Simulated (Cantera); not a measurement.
A closed system holds: 1 mol Si₃H₈, 0.78 mol Cl₂, 66 mol N₂, at 1498.15 K and 0.00133 bar.

Cantera equilibrium calculation (NASA polynomials, part measured and part estimated; ideal gas, pure solids and liquids). Candidate condensed phases: NH₄Cl, Si, Si₃N₄; 28 gas species. The feed counts by its element totals alone. N₂ is the only nitrogen source here; it is nearly inert below about 1500 K, so the nitride shown seldom forms there in practice. The tables' values for SiCl₃ are old estimates; treat these amounts as uncertain. Kinetics and transport are ignored.

Base state: N₂ 0.931, H₂ 0.0491, HCl 0.0179, SiCl₂ 0.00232, H 0.000104, Cl 3.07e-5, SiCl₃ 1.73e-5 (mole fractions); condensed: Si₃N₄(s).

### Question
What changes in the equilibrium state with this change: pressure from 0.00133 bar to 0.0100 bar?

### Answer
```json
[
 {"species": "N₂", "before": "0.931", "after": "0.931"},
 {"species": "H₂", "before": "0.0491", "after": "0.0477"},
 {"species": "HCl", "before": "0.0179", "after": "0.0209"},
 {"species": "SiCl₂", "before": "0.00232", "after": "0.000848"},
 {"species": "H", "before": "0.000104", "after": "3.76e-5"},
 {"species": "Cl", "before": "3.07e-5", "after": "1.33e-5"},
 {"species": "SiCl₃", "before": "1.73e-5", "after": "2.05e-5"},
 {"species": "Si₃N₄(s), mol", "before": "0.946", "after": "0.980"}
]
```
